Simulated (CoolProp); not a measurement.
Properties of isopentane along the isotherm 500 K.

Computed with CoolProp (reference Helmholtz-energy equation of state, Lemmon 2006). It is a short technical equation, of lower accuracy than the large ones.

```json
[
 {"p (MPa)": "0.0534", "phase": "gas", "density (kg/m³)": "0.9306", "Joule-Thomson coefficient (K/MPa)": "5.862"},
 {"p (MPa)": "0.0832", "phase": "gas", "density (kg/m³)": "1.453", "Joule-Thomson coefficient (K/MPa)": "5.881"},
 {"p (MPa)": "0.13", "phase": "gas", "density (kg/m³)": "2.279", "Joule-Thomson coefficient (K/MPa)": "5.911"},
 {"p (MPa)": "0.202", "phase": "gas", "density (kg/m³)": "3.562", "Joule-Thomson coefficient (K/MPa)": "5.958"},
 {"p (MPa)": "0.314", "phase": "gas", "density (kg/m³)": "5.587", "Joule-Thomson coefficient (K/MPa)": "6.034"},
 {"p (MPa)": "0.489", "phase": "gas", "density (kg/m³)": "8.828", "Joule-Thomson coefficient (K/MPa)": "6.155"},
 {"p (MPa)": "0.761", "phase": "gas", "density (kg/m³)": "14.06", "Joule-Thomson coefficient (K/MPa)": "6.355"},
 {"p (MPa)": "1.19", "phase": "gas", "density (kg/m³)": "22.88", "Joule-Thomson coefficient (K/MPa)": "6.700"},
 {"p (MPa)": "1.85", "phase": "gas", "density (kg/m³)": "38.09", "Joule-Thomson coefficient (K/MPa)": "7.312"},
 {"p (MPa)": "2.87", "phase": "gas", "density (kg/m³)": "67.31", "Joule-Thomson coefficient (K/MPa)": "8.488"},
 {"p (MPa)": "4.47", "phase": "supercritical", "density (kg/m³)": "143.6", "Joule-Thomson coefficient (K/MPa)": "10.47"},
 {"p (MPa)": "6.97", "phase": "supercritical", "density (kg/m³)": "319.7", "Joule-Thomson coefficient (K/MPa)": "3.062"},
 {"p (MPa)": "10.8", "phase": "supercritical", "density (kg/m³)": "389.6", "Joule-Thomson coefficient (K/MPa)": "0.8606"},
 {"p (MPa)": "16.9", "phase": "supercritical", "density (kg/m³)": "436.1", "Joule-Thomson coefficient (K/MPa)": "0.2307"}
]
```
